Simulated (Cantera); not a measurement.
Input (Python, Cantera):

```python
import numpy as np
import cantera as ct

gas = ct.Solution("gri30.yaml")
gas.TPX = 1375, 500000, {'CH4': 1, 'CO': 0.44, 'O2': 4.27, 'N2': 16.1}
reactor = ct.IdealGasConstPressureReactor(gas, energy="on", clone=False)
net = ct.ReactorNet([reactor])
net.rtol, net.atol = 1e-08, 1e-16
show = ['CH4', 'CO', 'O2', 'H2O2', 'C2H4', 'N2O', 'C2H']
times = np.geomspace(3e-06, 4, 11)

steps = ct.SolutionArray(gas, extra=["t"])
rows = []
print(f"{'t/s':>10s}{'T/K':>9s}{'P/Pa':>11s}" + "".join(f"{s:>11s}" for s in show))
for t in times:
    while net.time < t:
        t_next = net.step()
        steps.append(gas.state, t=t_next)
    rows.append([np.interp(t, steps.t, y) for y in (steps.T, steps.P, *steps(*show).X.T)])
    print(f"{t:10.3e}{rows[-1][0]:9.1f}{rows[-1][1]:11.4g}" + "".join(f"{x:11.3e}" for x in rows[-1][2:]))
rate = np.gradient(steps.T, steps.t)
print("integrator steps:", len(steps.t))
if steps.T.max() > steps.T[0] + 200:
    print(f"time of steepest temperature rise: {steps.t[rate.argmax()]:.4e} s")
gas.TPX = 1375, 500000, {'CH4': 1, 'CO': 0.44, 'O2': 4.27, 'N2': 16.1}
gas.equilibrate("HP")
print(f"equilibrium (HP): T = {gas.T:.1f} K  " + "  ".join(f"{s} {gas[s].X[0]:.3e}" for s in show))
```

Result:

```
       t/s      T/K       P/Pa        CH4         CO         O2       H2O2       C2H4        N2O        C2H
 3.000e-06   1375.0      5e+05  4.585e-02  2.017e-02  1.958e-01  8.822e-10  3.207e-13  2.312e-13  8.017e-28
 1.229e-05   1375.0      5e+05  4.585e-02  2.017e-02  1.958e-01  8.599e-09  3.938e-11  1.965e-12  2.282e-25
 5.036e-05   1375.0      5e+05  4.584e-02  2.017e-02  1.958e-01  3.528e-08  6.033e-09  2.063e-11  5.440e-22
 2.063e-04   1375.6      5e+05  4.570e-02  2.016e-02  1.957e-01  1.127e-07  1.255e-06  2.537e-10  5.669e-18
 8.455e-04   1411.0      5e+05  4.022e-02  2.120e-02  1.912e-01  7.385e-06  3.324e-04  9.680e-09  1.248e-12
 3.464e-03   2421.1      5e+05  3.140e-19  2.268e-03  9.277e-02  3.578e-07  3.298e-29  1.430e-06  3.069e-25
 1.419e-02   2410.0      5e+05  2.780e-19  2.167e-03  8.983e-02  3.439e-07  2.623e-29  1.432e-06  2.296e-25
 5.815e-02   2403.0      5e+05  2.570e-19  2.106e-03  8.801e-02  3.353e-07  2.264e-29  1.451e-06  1.908e-25
 2.383e-01   2402.9      5e+05  2.566e-19  2.105e-03  8.797e-02  3.352e-07  2.257e-29  1.451e-06  1.901e-25
 9.763e-01   2402.9      5e+05  2.566e-19  2.105e-03  8.797e-02  3.352e-07  2.257e-29  1.451e-06  1.901e-25
 4.000e+00   2402.9      5e+05  2.566e-19  2.105e-03  8.797e-02  3.352e-07  2.257e-29  1.451e-06  1.901e-25
integrator steps: 1940
time of steepest temperature rise: 9.5010e-04 s
equilibrium (HP): T = 2402.9 K  CH4 3.847e-19  CO 2.105e-03  O2 8.797e-02  H2O2 3.352e-07  C2H4 2.873e-29  N2O 1.451e-06  C2H 2.129e-25
```

Model: GRI-Mech 3.0 (53 species, 325 reactions), integrated in Cantera.
